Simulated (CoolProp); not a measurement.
A simple Rankine cycle with dimethyl carbonate: condensing at 322.15 K, boiler at 0.764 MPa, turbine inlet 483.1 K, turbine efficiency 0.75, pump efficiency 0.8, no recuperator. Each further row changes one setting.

The numbers come from the reference Helmholtz-energy equation of state, Zhou 2011 in CoolProp.

| case | thermal efficiency (%) | net work (kJ/kg) | heat in (kJ/kg) | turbine exit temperature (K) | volume ratio over the turbine |
|---|---|---|---|---|---|
| as stated | (withheld) | 102 | 623 | 408.9 | (withheld) |
| turbine inlet 503.1 K | 16.2 | 107 | 657 | 428.5 | 31.6 |
| condensing temperature 314.15 K | (withheld) | 111 | 638 | (withheld) | (withheld) |
| boiler pressure 0.535 MPa | (withheld) | 93.6 | (withheld) | (withheld) | 22.0 |
| turbine efficiency 0.65 | 14.1 | 87.9 | 623 | 418.1 | 32.5 |

Task: Fill in the missing entries.

Result: 
- as stated, thermal efficiency (%): 16.3
- as stated, volume ratio over the turbine: 31.8
- condensing temperature 314.15 K, thermal efficiency (%): 17.4
- condensing temperature 314.15 K, turbine exit temperature (K): 402.4
- condensing temperature 314.15 K, volume ratio over the turbine: 44.5
- boiler pressure 0.535 MPa, thermal efficiency (%): 14.9
- boiler pressure 0.535 MPa, heat in (kJ/kg): 627
- boiler pressure 0.535 MPa, turbine exit temperature (K): 417.4
